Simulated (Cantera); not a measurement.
A closed system holds: 1 mol SiCl4, 6 mol NH3, equilibrated at 2100 K and 59.3 Torr.

Cantera equilibrium calculation (NASA polynomials, part measured and part estimated; ideal gas, pure solids and liquids). Candidate condensed phases: NH4Cl, Si, Si3N4; 28 gas species. The tables' values for SiCl, SiCl3, SiN are old estimates; treat these amounts as uncertain. Gases not in the tables: Si2H6 and higher silanes. Rates play no part.

Question: What is the equilibrium state?

Answer: 
```
Quantity                              Value
--------------------------------  ---------
x(H2)                                 0.562
x(N2)                                 0.213
x(HCl)                                0.145
x(SiCl2)                             0.0671
x(H)                                0.00831
x(Cl)                               0.00158
x(SiCl)                             0.00145
x(Si)                               0.00142
x(SiCl3)                           0.000599
gas amount                        14.10 mol
log10 activity of Si(l) (absent)      -0.08
```
